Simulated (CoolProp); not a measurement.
The numbers come from the reference Helmholtz-energy equation of state, Thol 2019 in CoolProp.

Problem. For dodecamethylpentasiloxane (MD3M), give the phase and the cv (kJ/(kg K)), expansivity (1/kK) at 620 K and 0.0811 MPa; 620 K and 0.477 MPa.

Solution. 
- 620 K and 0.0811 MPa: gas; cv 2.09, expansivity 1.85
- 620 K and 0.477 MPa: gas; cv 2.11, expansivity 4.30
